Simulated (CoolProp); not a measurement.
100 sccm (0 °C, 1 atm) of nitrogen bubbles through liquid cyclohexane at 298 K and leaves saturated at a total pressure of 0.15 MPa (ideal gas phase). Each further row changes one setting.

Computed with CoolProp (reference Helmholtz-energy equation of state, Zhou 2014).

| case | vapour pressure (kPa) | mole fraction of vapour | delivery (mg/min) | delivery (sccm) | change of delivery for a bath 1 K warmer (%) |
|---|---|---|---|---|---|
| as stated | 12.9 | 0.0862 | 35.4 | 9.43 | 5.1 |
| bath temperature 303 K | 16.1 | 0.108 | 45.3 | 12.1 | 5.0 |
| total pressure 0.3 MPa | 12.9 | 0.0431 | 16.9 | 4.50 | 4.8 |
